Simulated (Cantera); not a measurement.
Input: 1 mol Fe, 0.023 mol Cl2, 1.1 mol H2, 0.01 mol HCl, at 0.470 bar.

Cantera equilibrium calculation (NASA polynomials, part measured and part estimated; ideal gas, pure solids and liquids). Candidate condensed phases: Fe, FeCl2, FeCl3; 11 gas species. Equilibrium is a limit: real reactors are often held back by kinetics, nucleation or transport. All values below are at 1298 K.

Base state: H2 0.952, HCl 0.0471, FeCl2 0.00114 (mole fractions); condensed: Fe(γ).

### Question
What changes in the equilibrium state with this change: Fe replaced by Al2O3?

### Answer
```json
[
 {"species": "H2", "before": "0.952", "after": "0.951"},
 {"species": "HCl", "before": "0.0471", "after": "0.0493"},
 {"species": "H2O", "before": "0", "after": "6.98e-5"},
 {"species": "FeCl2", "before": "0.00114", "after": "0"},
 {"species": "AlCl3", "before": "0", "after": "4.63e-5"},
 {"species": "Fe(γ), mol", "before": "0.999", "after": "0"},
 {"species": "Al2O3(s), mol", "before": "0", "after": "1.000"}
]
```
Further candidate phases: Al, AlCl3, Al2O3, H2O.
